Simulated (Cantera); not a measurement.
A freely propagating, adiabatic, planar premixed flame of CH4 : O2 : N2 = 1 : 3.03 : 11.4 (molar parts), unburnt at 525 K and 500000 Pa; mixture-averaged transport, grid criteria slope 0.08 and curve 0.16, no radiation.

Detailed kinetics in Cantera: GRI-Mech 3.0 (53 species, 325 reactions). Burning velocities carry a grid error of a few per cent, more on coarse grids.

**Question.** What does this change do: N2 11.4 to 14 parts?

**Answer.** 
| quantity | before | after |
|---|---|---|
| laminar burning velocity | 25.7 cm/s | 13.6 cm/s |
| thermal thickness | 0.183 mm | 0.305 mm |
| peak x(O) | 0.000950 | 0.000408 |
| peak x(HCO) | 6.10e-6 | 2.26e-6 |
| peak x(C2H4) | 0.000322 | 0.000271 |
| peak x(H) | 0.000398 | 0.000161 |

**Question.** What does this change do: CH4 1 to 1.3 parts?

**Answer.** 
```csv
quantity,before,after
laminar burning velocity,25.7 cm/s,46.9 cm/s
thermal thickness,0.183 mm,0.121 mm
peak x(O),0.000950,0.00190
peak x(HCO),6.10e-6,1.93e-5
peak x(C2H4),0.000322,0.000514
peak x(H),0.000398,0.00169
```
